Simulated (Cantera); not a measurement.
A closed system holds: 1 mol PbO, 0.029 mol O₂, 0.43 mol H₂, held at 1.00 bar.

These are equilibrium values from Cantera (NASA tables, ideal gas, pure condensed phases), not measurements of a reactor. Candidate condensed phases: H₂O, Pb, PbO, PbO₂, Pb₃O₄; 12 gas species. Mutual solubility and eutectic melting of coexisting phases are not modelled. The numbers say what is thermodynamically allowed, not how fast it happens.

x: gas mole fraction; n: condensed amount in mol.

| T (°C) | x H₂O | x Pb | x H₂ | x PbO | x OH | n Pb(l) | n PbO(red) | n PbO(yellow) |
|---|---|---|---|---|---|---|---|---|
| 427 | 1.000 | 1.11e-9 | 3.64e-5 | <1e-12 | <1e-12 | 0.372 | 0.628 | 0 |
| 477 | 1.000 | … | … | … | <1e-12 | 0.372 | 0.628 | 0 |
| 527 | 1.000 | 6.14e-8 | 6.31e-5 | 7.00e-11 | <1e-12 | 0.372 | 0 | 0.628 |
| 577 | 1.000 | … | … | … | … | 0.372 | 0 | 0.628 |
| 627 | 1.000 | 1.37e-6 | 9.98e-5 | 7.46e-9 | 1.10e-11 | 0.372 | 0 | 0.628 |
| 677 | 1.000 | 5.03e-6 | 0.000122 | 5.28e-8 | 7.42e-11 | 0.372 | 0 | 0.628 |
| 727 | 1.000 | 1.62e-5 | 0.000147 | 3.05e-7 | 4.14e-10 | 0.372 | 0 | 0.628 |
| 777 | 1.000 | 4.65e-5 | 0.000175 | 1.48e-6 | 1.96e-9 | 0.372 | 0 | 0.628 |
| 827 | 1.000 | 0.000121 | 0.000206 | 6.19e-6 | 8.02e-9 | 0.372 | 0 | 0.628 |
| 877 | 0.999 | 0.000290 | 0.000240 | 2.28e-5 | 2.91e-8 | 0.372 | 0 | 0.628 |

Problem. Complete the blanks.

Solution. 
- 477, x Pb: 9.48e-9
- 477, x H₂: 4.85e-5
- 477, x PbO: 4.19e-12
- 577, x Pb: 3.18e-7
- 577, x H₂: 8.02e-5
- 577, x PbO: 8.33e-10
- 577, x OH: 1.29e-12
